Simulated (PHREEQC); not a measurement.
Solution (25 °C): 0.0013 mol H3PO4 and 0.00015 mol Na2SO4 per kg of water. Closed to the air; pH follows from the charge balance.

Equilibrium calculation in PHREEQC: ion-association model, wateq4f.dat.

Each row changes one thing in this solution. Precipitation was switched off in this run.

```
case                                                     pH  ionic strength (mol/kgw)
-----------------------------------------------  ----------  ------------------------
as made                                                2.97                   0.00155
diluted 2-fold with water                              3.24                  0.000818
H3PO4 replaced by K3PO4 at the same molality          11.05                   0.00581
Na2SO4 from 0.00015 to 0.000135 mol/kgw                2.97                   0.00151
Na2SO4 from 0.00015 to 0.0003 mol/kgw            (withheld)                (withheld)
Na2SO4 replaced by Na2SeO4 at the same molality        2.97                (withheld)
H3PO4 left out                                         7.00                (withheld)
```

Problem. Complete the blanks.

Solution. 
- Na2SO4 from 0.00015 to 0.0003 mol/kgw, pH: 2.98
- Na2SO4 from 0.00015 to 0.0003 mol/kgw, ionic strength (mol/kgw): 0.00198
- Na2SO4 replaced by Na2SeO4 at the same molality, ionic strength (mol/kgw): 0.00157
- H3PO4 left out, ionic strength (mol/kgw): 0.000450

Complexes and solids missing from the database can't appear. H3PO4, which wateq4f.dat lacks, is added to it with the constant of phreeqc.dat.
